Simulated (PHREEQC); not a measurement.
Synthetic water in mg/L, 20 °C, pH 6.07, pe 10.8:

| constituent | mg/L |
|---|---|
| Na | 0.0142 |
| K | 0.000243 |
| Ca | 0.0195 |
| Mg | 0.00154 |
| Cl | 0.000983 |
| S(6) as SO4 | 0.0255 |
| Alkalinity as HCO3 | 0.0718 |
| N(5) as NO3 | 3.92e-05 |
| Pb | 4.56e-05 |

Valence states are taken as typed.

Model: ion-association model, phreeqc.dat, run in PHREEQC.

| quantity | before | after |
|---|---|---|
| ionic strength (mol/kgw) | 3.40e-6 | 5.95e-6 |
| CO2 (mol/kgw) | 4.14e-6 | 6.55e-6 |
| HCO3- (mol/kgw) | 2.02e-6 | 3.20e-6 |
| CO3-2 (mol/kgw) | 1.01e-10 | 1.60e-10 |
| CaSO4 (mol/kgw) | 2.17e-11 | 8.64e-11 |
| SI of Pb(OH)2 (Pb(OH)2) | -5.86 | -5.56 |
| SI of Cerussite (PbCO3) | -6.48 | -5.98 |

**Question.** What was changed between the two runs?
(A) pH from 6.07 to 5.57 at the same alkalinity
(B) Mg from 0.00154 to 0.00077 mg/L
(C) pH from 6.07 to 6.57 at the same alkalinity
(D) all concentrations times 2 at the same typed pH

**Answer.** D, all concentrations times 2 at the same typed pH

No solid was allowed to form.
